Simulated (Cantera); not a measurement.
A closed system holds: 1 mol Fe3O4, 0.34 mol CH4, 0.12 mol CO, equilibrated at 927 °C and 1 atm.

Equilibrium computed with Cantera from the NASA thermochemical tables; the gas is ideal and each condensed phase is pure. Candidate condensed phases: C, C6H6, C7H8, C8H18, Fe, Fe(CO)5, FeO, Fe(OH)2, Fe(OH)3, Fe2O3, Fe3O4, H2O; 114 gas species. The tables' stoichiometric FeO is somewhat more stable than real wüstite, so its field is too wide. FeO: taken at fixed stoichiometry. Equilibrium is a limit: real reactors are often held back by kinetics, nucleation or transport.

Base state: H2O 0.364, H2 0.233, CO2 0.215, CO 0.189 (mole fractions); condensed: FeO(s).

Question: What changes in the equilibrium state with this change: 0.78 mol H2 added?

Answer: 
```json
[
 {"species": "H2", "before": "0.233", "after": "0.486"},
 {"species": "H2O", "before": "0.364", "after": "0.274"},
 {"species": "CO", "before": "0.189", "after": "0.170"},
 {"species": "CO2", "before": "0.215", "after": "0.0697"},
 {"species": "CH4", "before": "2.74e-6", "after": "3.00e-5"},
 {"species": "FeO(s), mol", "before": "3.00", "after": "3.00"}
]
```
